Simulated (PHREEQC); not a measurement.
Consider water at 5 °C with 15 mmol/kgw HF, 0.087 mmol/kgw NH4F and 0.98 mmol/kgw H4SiO4. Closed to the air; pH follows from the charge balance.

Model: ion-association model, wateq4f.dat, run in PHREEQC.

### Question
The ionic strength comes out as 0.00489 mol/kgw. What activity coefficients do F-, HF2-, NH4+, SiF6-2, H+ get?

### Answer
F- 0.93, HF2- 0.93, NH4+ 0.93, SiF6-2 0.75, H+ 0.94.

This is a speciation only: nothing precipitates in the calculation. Complexes and solids missing from the database can't appear. Away from 25 °C the constants follow the database's enthalpies or fits; those with neither stay at their 25 °C values. SiF6-2 is the database's only silicon fluoride.
